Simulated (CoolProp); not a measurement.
A single-stage vapour-compression cycle with n-perfluorobutane: evaporating at 305.15 K (dew point), condensing at 358.15 K (bubble point), superheat 8 K, subcooling 8 K, compressor efficiency 0.85, no pressure losses. Each further row changes one setting.

Values from CoolProp's reference Helmholtz-energy equation of state, Gao 2022.

```tsv
case	cooling COP	pressure ratio	discharge temperature (K)	refrigerating effect (kJ/kg)	volumetric capacity (kJ/m³)
as stated	2.81	3.88	358.1	38.2	1300
evaporating temperature 310.15 K	3.44	___	358.1	___	___
condensing temperature 353.15 K	3.49	___	353.1	44.5	1510
subcooling 13 K	___	3.88	358.1	44.6	1510
superheat 18 K	3.17	3.88	358.1	47.3	1540
compressor efficiency 0.75	2.48	3.88	358.1	38.2	1300
```

### Question
What belongs in the gaps?

### Answer

- evaporating temperature 310.15 K, pressure ratio: 3.34
- evaporating temperature 310.15 K, refrigerating effect (kJ/kg): 42.1
- evaporating temperature 310.15 K, volumetric capacity (kJ/m³): 1650
- condensing temperature 353.15 K, pressure ratio: 3.47
- subcooling 13 K, cooling COP: 3.29

The compression ends wet for: as stated; evaporating temperature 310.15 K; condensing temperature 353.15 K; subcooling 13 K; superheat 18 K; compressor efficiency 0.75.
